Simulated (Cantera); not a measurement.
Nitride etching: Si3N4 + HCl

Charge: 1 mol Si3N4, 22 mol HCl, at 1802 °C and 0.230 bar.

Cantera equilibrium calculation (NASA polynomials, part measured and part estimated; ideal gas, pure solids and liquids). Candidate condensed phases: NH4Cl, Si, Si3N4; 28 gas species. The tables' values for SiCl3, SiCl are old estimates; treat these amounts as uncertain. The numbers say what is thermodynamically allowed, not how fast it happens.

| Quantity | Result |
|---|---|
| x(HCl) | 0.643 |
| x(H2) | 0.138 |
| x(SiCl2) | 0.107 |
| x(N2) | 0.0838 |
| x(SiCl3) | 0.0158 |
| x(Cl) | 0.00708 |
| x(SiCl4) | 0.00240 |
| x(H) | 0.00207 |
| x(SiHCl3) | 0.000233 |
| gas amount | 23.86 mol |
| log10 activity of Si(l) (absent) | -1.79 |
